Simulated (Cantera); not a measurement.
Input (Python, Cantera) and output of one run.

```python
import numpy as np
import cantera as ct

gas_names = """
    B BH BH2 BH3 BO BO2 B2 B2O B2O2 B2O3 B3O3H3 H HBO HBO2 HO2 H2 H2O H2O2 H3B3O6 O OH O2 O3
""".split()
cond_names = """
    B(b) B(L) B2O3(L) B3O3H3(cr) H2O(s) H2O(L)
""".split()


# ... load() reads the species with a 1 bar reference pressure and builds the phases ...
atoms = {
    'B': {'B': 1},
    'H2O': {'H': 2, 'O': 1},
    'H2': {'H': 2},
}
top_T = {}  # K; cautious upper limits of use, not melting points


# ... equilibrate(T, P, feed) seeds the gas with the atoms and calls Mixture.equilibrate('TP', solver="vcs", rtol=1e-11, max_steps=5000) ...
results = []
feed = {'B': 1, 'H2O': 0.35, 'H2': 0.51}  # mol
T = 2223.15  # K
P = 1800  # Pa
mix = equilibrate(T, P, feed)
results.append((T, P, feed, dict(zip(mix.species_names, mix.species_moles))))
print(gas.report(threshold=1e-06))
for i in range(1, mix.n_phases):
    print(f"{mix.phase(i).name:16s} {mix.phase_moles(i):12.5e} mol")
```

It prints:

```
       temperature   2223.2 K
          pressure   1800 Pa
           density   0.00098098 kg/m^3
  mean mol. weight   10.074 kg/kmol
   phase of matter   gas

                          1 kg             1 kmol
                     ---------------   ---------------
          enthalpy        3.0908e+06        3.1136e+07  J
   internal energy        1.2559e+06        1.2651e+07  J
           entropy             26142        2.6334e+05  J/K
    Gibbs function       -5.5026e+07       -5.5432e+08  J
 heat capacity c_p            3988.8             40182  J/K
 heat capacity c_v            3163.5             31868  J/K

                      mass frac. Y      mole frac. X     chem. pot. / RT
                     ---------------   ---------------   ---------------
                 B        0.00022322        0.00020802           -3.5122
                BH         2.982e-05        2.5418e-05           -15.616
               BH2         0.0013014         0.0010221            -27.72
               BH3        6.3712e-06        4.6394e-06           -39.824
                BO           0.23343          0.087713           -35.287
               BO2        1.2535e-05        2.9497e-06           -67.062
               B2O         0.0079757         0.0021358           -38.799
              B2O2           0.25463          0.047839           -70.574
              B2O3         0.0048691        0.00070457           -102.35
                 H         0.0039782          0.039757           -12.104
               HBO           0.35371           0.12809           -47.391
              HBO2         0.0012847        0.00029535           -79.166
                H2           0.13852           0.69218           -24.208
               H2O        3.1814e-05         1.779e-05           -55.983
     [   +9 minor]        4.0021e-07        1.7804e-07

B(b)              6.47372e-01 mol
B2O3(L)           0.00000e+00 mol
```

Cantera equilibrium calculation (NASA polynomials, part measured and part estimated; ideal gas, pure solids and liquids). The tables' values for BH2 are old estimates; treat these amounts as uncertain.
